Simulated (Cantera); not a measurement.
A freely propagating, adiabatic, planar premixed flame of 19.3 % H₂, 16.9 % O₂, 63.7 % N₂, unburnt at 400 K and 200000 Pa; mixture-averaged transport, grid criteria slope 0.08 and curve 0.16, no radiation.

Detailed kinetics in Cantera: the H2/O2 subset of GRI-Mech 3.0, which has no nitrogen chemistry. Burning velocities carry a grid error of a few per cent, more on coarse grids. Lean hydrogen flames are cellular in practice and burn faster than this planar one.

x: mole fraction of selected species; z is measured from the peak of heat release.

| z (mm) | T (K) | u (m/s) | x H₂ | x O₂ | x H | x H₂O | x OH | x H₂O₂ |
|---|---|---|---|---|---|---|---|---|
| -0.557 | 400 | 0.983 | 0.192 | 0.170 | <1e-8 | 4.05e-6 | <1e-8 | <1e-8 |
| -0.371 | 401 | 0.981 | 0.188 | 0.170 | <1e-8 | 3.94e-5 | <1e-8 | 1.14e-7 |
| -0.279 | 403 | 0.980 | 0.182 | 0.172 | <1e-8 | 0.000196 | <1e-8 | 6.53e-7 |
| -0.186 | 419 | 1.00 | 0.166 | 0.175 | <1e-8 | 0.00167 | <1e-8 | 6.86e-6 |
| -0.0928 | (withheld) | 1.35 | 0.118 | 0.174 | 1.54e-5 | 0.0235 | 2.95e-5 | 8.40e-5 |
| -0.0464 | (withheld) | 2.01 | 0.0799 | 0.158 | 0.000708 | 0.0665 | 0.000460 | 7.97e-5 |
| 0 | (withheld) | 2.74 | 0.0432 | 0.130 | 0.00318 | 0.122 | 0.00173 | 2.21e-5 |
| 0.0464 | (withheld) | 3.24 | 0.0192 | 0.104 | 0.00462 | 0.163 | 0.00404 | 5.67e-6 |
| 0.0928 | 1580 | 3.52 | 0.00901 | 0.0923 | 0.00393 | 0.182 | 0.00563 | 3.11e-6 |
| 0.186 | 1698 | 3.78 | 0.00370 | 0.0862 | 0.00187 | 0.194 | 0.00594 | 1.59e-6 |
| 0.371 | 1772 | 3.93 | 0.00146 | 0.0851 | 0.000473 | 0.201 | 0.00438 | 7.86e-7 |
| 0.743 | 1804 | 4.00 | 0.000438 | 0.0852 | 7.62e-5 | 0.204 | 0.00254 | 3.67e-7 |
| 1.49 | 1814 | 4.02 | 0.000125 | 0.0855 | 1.20e-5 | 0.205 | 0.00142 | 1.71e-7 |

Problem. What belongs in the gaps?

Solution. 
- -0.0928, T (K): 590
- -0.0464, T (K): 894
- 0, T (K): 1226
- 0.0464, T (K): 1451
